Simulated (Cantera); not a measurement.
What does this Cantera script print?

```python
import numpy as np
import cantera as ct

gas = ct.Solution("h2o2.yaml")
gas.TP = 300, 240000
flame = ct.CounterflowDiffusionFlame(gas, width=0.02)
flame.fuel_inlet.X, flame.fuel_inlet.T = {'H2': 1, 'N2': 0.86}, 300
flame.oxidizer_inlet.X, flame.oxidizer_inlet.T = {'O2': 0.24, 'N2': 0.76}, 398
flame.set_refine_criteria(ratio=3, slope=0.12, curve=0.24, prune=0.03)
show = ['OH', 'H', 'H2O', 'HO2']

rows = []
print(f"{'mdot':>8s}{'a_max':>10s}{'a_mean':>10s}{'Tmax/K':>9s}" + "".join(f"{s:>11s}" for s in show) + "   (peak mole fractions)")
for i, mdot in enumerate([1.4, 2.1, 3.1, 4.6, 6.8, 10, 15, 22, 32]):  # kg/m2/s on the oxidiser side
    flame.oxidizer_inlet.mdot, flame.fuel_inlet.mdot = mdot, 0.89 * mdot
    flame.solve(loglevel=0, auto=(i == 0))
    if flame.T.max() < max(300, 398) + 100:
        print(f"{mdot:8.3g}  no burning solution found from the previous one")
        break
    dT = np.abs(np.gradient(flame.T, flame.grid))
    rows.append([flame.strain_rate("max"), flame.strain_rate("mean"), flame.T.max(),
                 *(flame.X[gas.species_index(s)].max() for s in show), max(dT[0], dT[-1]) / dT.max()])
    print(f"{mdot:8.3g}{rows[-1][0]:10.1f}{rows[-1][1]:10.1f}{rows[-1][2]:9.1f}" + "".join(f"{x:11.3e}" for x in rows[-1][3:-1]))
```

Output:

```
    mdot     a_max    a_mean   Tmax/K         OH          H        H2O        HO2   (peak mole fractions)
     1.4     359.9      79.4   2385.2  1.238e-02  5.494e-03  2.882e-01  1.528e-05
     2.1     525.3     119.2   2357.4  1.292e-02  6.388e-03  2.851e-01  2.329e-05
     3.1     760.0     175.9   2322.1  1.338e-02  7.395e-03  2.823e-01  3.434e-05
     4.6    1105.5     261.0   2279.2  1.373e-02  8.571e-03  2.793e-01  4.975e-05
     6.8    1609.3     385.9   2242.7  1.426e-02  9.979e-03  2.763e-01  6.833e-05
      10    2324.1     567.5   2199.4  1.458e-02  1.157e-02  2.728e-01  9.197e-05
      15    3422.8     851.2   2145.8  1.473e-02  1.343e-02  2.692e-01  1.221e-04
      22    4945.6    1248.4   2090.2  1.468e-02  1.536e-02  2.655e-01  1.553e-04
      32    7074.4    1815.9   2037.8  1.457e-02  1.736e-02  2.617e-01  1.923e-04
```

Computed with Cantera and the H2/O2 subset of GRI-Mech 3.0, which has no nitrogen chemistry. The hydrogen kinetics of GRI-Mech 3.0 are dated; newer H2 mechanisms differ, most at raised pressure. The maximum strain rate includes the flame's own expansion and is several times the mean.
